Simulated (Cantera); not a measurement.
# SiCl4 + N2 + H2 (silicon nitride deposition)

A closed system holds: 1 mol SiCl4, 29 mol N2, a varied amount of H2, at 615 Torr.

Equilibrium computed with Cantera from the NASA thermochemical tables; the gas is ideal and each condensed phase is pure. Candidate condensed phases: NH4Cl, Si, Si3N4; 28 gas species. N2 is the only nitrogen source here; it is nearly inert below about 1500 K, so the nitride shown seldom forms there in practice. The tables' values for SiCl3 are old estimates. Kinetics and transport are ignored.

Stable condensed phases:

```
T in K \ n(H2) in mol
           4 5.7 8.1  12  17  24  34  48  69  99
   2123    A   A   A   B   B   B   B   B   B   B
   2023    A   C   C   C   C   C   C   C   C   B
   1923    C   C   C   C   C   C   C   C   C   C
   1823    C   C   C   C   C   C   C   C   C   C
   1723    C   C   C   C   C   C   C   C   C   C
   1623    C   C   C   C   C   C   C   C   C   C
   1523    C   C   C   C   C   C   C   C   C   C
   1423    C   C   C   C   C   C   C   C   C   C
   1323    C   C   C   C   C   C   C   C   C   C
   1223    C   C   C   C   C   C   C   C   C   C
   1123    C   C   C   C   C   C   C   C   C   C
```

A: gas only; B: Si; C: Si3N4.
